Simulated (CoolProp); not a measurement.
Model: reference Helmholtz-energy equation of state, Lemmon 2009, in CoolProp.

### Question
For propane, give the phase and the density (kg/m³), cv (kJ/(kg K)), Joule-Thomson coefficient (K/MPa), fugacity coefficient at -132.85 °C and 0.101 MPa; -16.45 °C and 0.101 MPa.

### Answer
- -132.85 °C and 0.101 MPa: liquid; density 677, cv 1.34, Joule-Thomson coefficient -0.587, fugacity coefficient 0.000820
- -16.45 °C and 0.101 MPa: gas; density 2.14, cv 1.31, Joule-Thomson coefficient 27.1, fugacity coefficient 0.974
